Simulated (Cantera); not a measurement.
Input: 1 mol Fe2O3, 14 mol CO, held at 1850 °C and 0.250 bar.

Method: chemical equilibrium by Gibbs-energy minimisation in Cantera with the NASA 1993 tables (ideal gas, pure condensed phases). Candidate condensed phases: C, Fe, Fe(CO)5, FeO, Fe2O3, Fe3O4; 15 gas species. Each liquid is taken as pure. Mutual solubility and eutectic melting of coexisting phases are not modelled. The tables' stoichiometric FeO is somewhat more stable than real wüstite, so its field is too wide. FeO: taken at fixed stoichiometry. Rates play no part.

Base state: CO 0.908, CO2 0.0863, Fe 0.00533, FeO 6.69e-5 (mole fractions); condensed: Fe(l) + FeO(l).

### Question
What changes in the equilibrium state with this change: Fe2O3 replaced by PbO?

### Answer
```
species       before     after
-----------  -------  --------
CO             0.908     0.867
CO2           0.0863    0.0665
Pb                 0    0.0665
Fe           0.00533         0
PbO                0  0.000178
FeO          6.69e-5         0
Fe(l), mol     0.139         0
FeO(l), mol     1.78         0
```
Further candidate phases: Pb, PbO, PbO2, Pb3O4.
